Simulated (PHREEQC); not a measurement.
A column of 1 m (40 cells, dispersivity 0.05 m, 60 s a shift, diffusion coefficient 3e-10 m²/s) holds 0.0042 eq of the database's cation exchanger X per kg of pore water, first in equilibrium with 0.083 mol/kgw ZnCl2, 0.006 mol/kgw KCl and 1e-05 mol/kgw HCl. It is flushed with 0.0047 mol ZnCl2, 0.0035 mol NaCl and 1e-05 mol HCl per kg of water, at 25 °C. Values are for the last cell. No CO2 enters from the air. Precipitation was switched off in this run.

The series has 31 steps of pore volumes, from 0 to 3.013.

Model: ion-association model, phreeqc.dat, run in PHREEQC.

### Question
After how many pore volumes does Na at the outlet first reach half of its feed value?

### Answer
By 1.0 pore volumes.
